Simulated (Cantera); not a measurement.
# Reactions in the system N-O-S

Source: NASA polynomial tables (part measured, part estimated), evaluated in Cantera. Values are per mole of reaction as written; species without (g) are pure solids or liquids, kept so even where they would boil at 1 bar.

4 NO₂(g) + 3 S ⇌ 3 SO₂(g) + 2 N₂O(g)

```csv
T (K),ΔH° (kJ),ΔS° (J/K),ΔG° (kJ),log10 K,condensed phases
300,-864.1,127.6,-902.4,157.12,S(s)
548,-882.0,85.1,-928.6,88.51,S(l)
598,-884.7,80.3,-932.7,81.47,S(l)
648,-886.9,76.8,-936.6,75.50,S(l)
698,-888.7,74.1,-940.4,70.37,S(l)
748,-890.2,72.0,-944.1,65.92,S(l)
798,-891.8,70.0,-947.6,62.03,S(l)
848,-893.5,67.9,-951.1,58.58,S(l)
898,-895.4,65.7,-954.4,55.51,S(l)
948,-897.5,63.4,-957.6,52.76,S(l)
998,-899.4,61.4,-960.7,50.28,S(l)
1048,-901.0,59.9,-963.8,48.04,S(l)
```
